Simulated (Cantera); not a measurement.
Feed: 1 mol SiH₄, 0.59 mol O₂, 0.31 mol H₂, 5.1 mol H₂O, equilibrated at 750 Torr.

Method: chemical equilibrium by Gibbs-energy minimisation in Cantera with the NASA 1993 tables (ideal gas, pure condensed phases). Candidate condensed phases: H₂O, Si, SiO₂; 18 gas species. The tables hold silica as quartz up to 1696 K and as liquid above; real silica turns to tridymite and cristobalite and melts near 1996 K. Gases not in the tables: Si(OH)₄. Rates play no part. All values below are at 1052 °C.

Base state: H₂O 0.578, H₂ 0.422 (mole fractions); condensed: SiO₂(β-quartz).

**Question.** What changes in the equilibrium state with this change: SiH₄ replaced by SiH₂Cl₂?

**Answer.** 
| species | before | after |
|---|---|---|
| H₂O | 0.578 | 0.578 |
| HCl | 0 | 0.270 |
| H₂ | 0.422 | 0.152 |
| SiO₂(β-quartz), mol | 1.00 | 1.00 |
